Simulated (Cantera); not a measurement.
Feed: 1 mol Al, a varied amount of HBr, at 1250 K and 94.0 mbar.

These are equilibrium values from Cantera (NASA tables, ideal gas, pure condensed phases), not measurements of a reactor. Candidate condensed phases: Al, AlBr₃, Br₂; 11 gas species. Equilibrium is a limit: real reactors are often held back by kinetics, nucleation or transport.

Q: Which condensed phases are stable at each of these points (n(HBr) (mol)): 1.4, 1.9, 2.6, 3.4, 4.6, 6.2, 8.3, 11, 15, 20?

A: 
```
n(HBr) (mol)  condensed phases  Al condensed (%)
------------  ----------------  ----------------
1.4                      Al(l)              39.7
1.9                      Al(l)              18.2
2.6                   gas only               0.0
3.4                   gas only               0.0
4.6                   gas only               0.0
6.2                   gas only               0.0
8.3                   gas only               0.0
11                    gas only               0.0
15                    gas only               0.0
20                    gas only               0.0
```

From 1.4 mol HBr to 1.9 mol HBr the condensed part is Al(l). From 2.6 mol HBr to 20 mol HBr nothing is condensed.
